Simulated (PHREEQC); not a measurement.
Solution (18 °C): 0.002 mol/kgw Cu(NO3)2, 0.12 mol/kgw H2SO4 and 0.00027 mol/kgw FeCl3. Closed to the air; pH follows from the charge balance.

The numbers come from PHREEQC with the ion-association model, phreeqc.dat.

Precipitation was switched off in this run.

Task: Estimate the pH.

Result: pH 0.93.

Task: In which forms is S present?

Result: HSO4- 80 %, SO4-2 20 %, CuSO4 0.5 % of the S.
